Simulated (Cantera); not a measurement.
Source: NASA polynomial tables (part measured, part estimated), evaluated in Cantera. Values are per mole of reaction as written; species without (g) are pure solids or liquids, kept so even where they would boil at 1 bar.

Q: Between 300 and 2200 K, where is each reaction favourable under standard conditions?
- 2 CH4(g) + NiS → C2H6(g) + Ni + H2S(g)

A: 
- 2 CH4(g) + NiS → C2H6(g) + Ni + H2S(g): ΔG° is 121 kJ at 300 K and 95 kJ at 2200 K; it stays positive (K < 1). ΔH° is 85 kJ and ΔS° -4 J/K at 2200 K.
